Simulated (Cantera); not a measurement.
Mixture: 10.2 % CH4, 0.399 % H2, 18.8 % O2, 70.6 % N2, at 3.60 bar, adiabatic and at constant pressure. Ignition delay is the time to a rise of 400 K.

Cantera simulation using GRI-Mech 3.0 (53 species, 325 reactions); the numbers are that mechanism's predictions, not measurements.

### Question
Predict: delay at 1023 K; delay at 1173 K; delay at 1323 K; delay at 1473 K; delay at 1623 K; apparent activation energy between 1548 and 1698 K.

### Answer
- delay at 1023 K = 65.7 ms
- delay at 1173 K = 12.4 ms
- delay at 1323 K = 2.32 ms
- delay at 1473 K = 0.490 ms
- delay at 1623 K = 0.126 ms
- apparent activation energy between 1548 and 1698 K = 180 kJ/mol
